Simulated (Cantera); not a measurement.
Standard-state values (1 bar) from the NASA 1993 polynomials, evaluated with Cantera. Values are per mole of reaction as written; species without (g) are pure solids or liquids, kept so even where they would boil at 1 bar.

2 HBr(g) + Mg → H₂(g) + MgBr₂, with ΔH° = -451.3 kJ and ΔS° = -182.0 J/K at 300 K.

Problem. How far is the shortcut ΔG° ≈ ΔH°(300 K) − T·ΔS°(300 K) from the full temperature-dependent value at 673, 748, 823, 898, 973, 1048, 1123, 1198, 1273, 1348 K?

Solution. 
| T (K) | shortcut (kJ) | full (kJ) | difference (kJ) | difference in log10 K | condensed phases |
|---|---|---|---|---|---|
| 673 | -328.9 | -332.5 | 3.7 | -0.28 | Mg(s), MgBr₂(s) |
| 748 | -315.2 | -320.3 | 5.1 | -0.36 | Mg(s), MgBr₂(s) |
| 823 | -301.6 | -308.2 | 6.7 | -0.42 | Mg(s), MgBr₂(s) |
| 898 | -287.9 | -296.3 | 8.4 | -0.49 | Mg(s), MgBr₂(s) |
| 973 | -274.3 | -284.1 | 9.8 | -0.53 | Mg(l), MgBr₂(s) |
| 1048 | -260.6 | -274.3 | 13.7 | -0.68 | Mg(l), MgBr₂(l) |
| 1123 | -247.0 | -265.1 | 18.2 | -0.85 | Mg(l), MgBr₂(l) |
| 1198 | -233.3 | -256.2 | 22.9 | -1.00 | Mg(l), MgBr₂(l) |
| 1273 | -219.7 | -247.4 | 27.7 | -1.14 | Mg(l), MgBr₂(l) |
| 1348 | -206.0 | -238.7 | 32.7 | -1.27 | Mg(l), MgBr₂(l) |
The shortcut ignores heat capacities and the phase changes listed.
